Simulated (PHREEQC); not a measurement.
# Brine

Dissolve 1.7 mol/kgw K2CO3, 0.022 mol/kgw Na2SO4 and 3.2e-05 mol/kgw H4SiO4 at 20 °C. Closed to the air; pH follows from the charge balance.

Model: Pitzer model, pitzer.dat, run in PHREEQC.

Each row changes one thing in this solution. This is a speciation only: nothing precipitates in the calculation.

| case | pH | ionic strength (mol/kgw) | HCO3- (mol/kgw) | H2SiO4-2 (mol/kgw) | H3SiO4- (mol/kgw) | H4SiO4 (mol/kgw) | SI of Arcanite (K2SO4) | SI of Glaserite (NaK3(SO4)2) |
|---|---|---|---|---|---|---|---|---|
| as made | 12.24 | 5.16 | 0.00679 | 1.96e-5 | 1.24e-5 | 1.87e-8 | -0.73 | -3.54 |
| H4SiO4 from 3.2e-05 to 3.2e-06 mol/kgw | 12.24 | 5.16 | 0.00677 | 1.96e-6 | 1.24e-6 | 1.86e-9 | -0.73 | -3.54 |
| Na2SO4 from 0.022 to 0.22 mol/kgw | 12.23 | 5.75 | 0.00680 | 2.00e-5 | 1.20e-5 | 1.72e-8 | +0.21 | -0.67 |
| H4SiO4 replaced by Na2SiO3 at the same molality | 12.24 | 5.16 | 0.00676 | 1.96e-5 | 1.24e-5 | 1.86e-8 | -0.73 | -3.54 |
| temperature from 20 to 65 °C | 11.47 | 5.14 | 0.0228 | 2.54e-5 | 6.59e-6 | 1.50e-8 | -0.96 | -3.78 |
| temperature from 20 to 60 °C | 11.53 | 5.15 | 0.0202 | 2.49e-5 | 7.06e-6 | 1.55e-8 | -0.94 | -3.74 |
| temperature from 20 to 90 °C | 11.19 | 5.12 | 0.0407 | 2.73e-5 | 4.73e-6 | 1.20e-8 | -1.01 | -4.03 |

Some of these states are supersaturated (in Arcanite, for instance). In brines, pH and single-ion activities rest on the MacInnes convention. At this temperature some constants are extrapolated from 25 °C, and those without enthalpy data are left unchanged.
